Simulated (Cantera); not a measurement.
A perfectly stirred reactor is fed with C₃H₈ : H₂ = 1 : 18 (molar parts), at 1.00 atm; it is held at 1975 K, and followed from long to short residence time.

Detailed kinetics in Cantera: GRI-Mech 3.0 (53 species, 325 reactions). GRI-Mech 3.0 was tuned for natural gas; its chemistry of propane as a main component is partial and can be far from experiment. GRI-Mech 3.0 stops at C3 and has no aromatics, soot or wall deposition, so with more carbon than oxygen in the feed, carbon stays in small species such as C2H2 where larger ones or solid carbon would form.

x: mole fraction; the columns are a selection and need not sum to one.

```
τ (s)      x C₃H₈   x H₂    x C₂H₄    x C₂H  x C₂H₂    x CH₂
-------  --------  -----  --------  -------  ------  -------
0.62      1.16e-7  0.927  0.000477  1.60e-6  0.0654  2.63e-7
0.24          [?]  0.927  0.000476  1.59e-6  0.0648      [?]
0.094     7.66e-7  0.925  0.000478  1.57e-6  0.0638  4.44e-7
0.037     1.94e-6  0.923  0.000490  1.54e-6  0.0621  6.34e-7
0.014     5.12e-6  0.920  0.000533  1.51e-6  0.0594  9.35e-7
0.0056    1.27e-5  0.915  0.000645  1.47e-6  0.0561  1.34e-6
0.0022    3.14e-5  0.911  0.000918  1.45e-6  0.0521  1.93e-6
0.00086       [?]  0.906       [?]  1.47e-6     [?]      [?]
0.00033  0.000183  0.901   0.00273  1.56e-6  0.0435  4.17e-6
```

Task: Some entries are withheld; supply them.

Result: 
- 0.24, x C₃H₈: 3.00e-7
- 0.24, x CH₂: 3.27e-7
- 0.00086, x C₃H₈: 7.65e-5
- 0.00086, x C₂H₄: 0.00151
- 0.00086, x C₂H₂: 0.0479
- 0.00086, x CH₂: 2.80e-6
